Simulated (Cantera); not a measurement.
# Stirred combustor or abatement burner

A perfectly stirred reactor is fed with 7.32 % CH4, 19.5 % O2, 73.2 % N2, at 5.03 atm; it is adiabatic with a 550 K inlet, and is followed from long to short residence time, starting on the burning branch (τ in s: 0.31, 0.12, 0.05, 0.02, 0.0082, 0.0033, 0.0013, 0.00055, 0.00022, 8.9e-05, 3.6e-05, 1.5e-05).

Computed with Cantera and GRI-Mech 3.0 (53 species, 325 reactions).

```
τ (s)    T (K)     x CH4    x O2    x HO2    x CH2O    x HCO
-------  -----  --------  ------  -------  --------  -------
0.31      2108   4.67e-7  0.0478  2.58e-6   6.41e-8  1.14e-9
0.12      2109   1.17e-6  0.0482  2.64e-6   1.63e-7  2.94e-9
0.050     2110   2.71e-6  0.0485  2.74e-6   3.80e-7  7.07e-9
0.020     2108   6.31e-6  0.0487  2.94e-6   8.96e-7  1.77e-8
0.0082    2105   1.35e-5  0.0489  3.39e-6   1.97e-6  4.36e-8
0.0033    2097   2.75e-5  0.0491  4.40e-6   4.11e-6  1.10e-7
0.0013    2083   5.37e-5  0.0497  6.57e-6   8.26e-6  2.85e-7
0.00055   2061   9.81e-5  0.0506  1.05e-5   1.53e-5  6.88e-7
0.00022   2023  0.000191  0.0523  1.82e-5   2.93e-5  1.76e-6
8.9e-5    1965  0.000403  0.0555  3.29e-5   5.81e-5  4.41e-6
3.6e-5    1863   0.00113  0.0628  6.81e-5  0.000140  1.11e-5
1.5e-5     550    0.0732   0.195   <1e-12    <1e-12   <1e-12
```
x: mole fraction; the columns are a selection and need not sum to one.
